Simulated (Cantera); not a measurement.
Charge: 1 mol Fe2O3, 1.4 mol H2O, 0.094 mol O2, held at 0.270 bar.

Method: chemical equilibrium by Gibbs-energy minimisation in Cantera with the NASA 1993 tables (ideal gas, pure condensed phases). Candidate condensed phases: Fe, FeO, Fe(OH)2, Fe(OH)3, Fe2O3, Fe3O4, H2O; 12 gas species. Equilibrium is a limit: real reactors are often held back by kinetics, nucleation or transport.

**Question.** At 1348 K, list the 3 most abundant gas species with their mole fractions, and the condensed phases.

**Answer.** H2O 0.937, O2 0.0629, OH 5.64e-5. Condensed: Fe2O3(s).
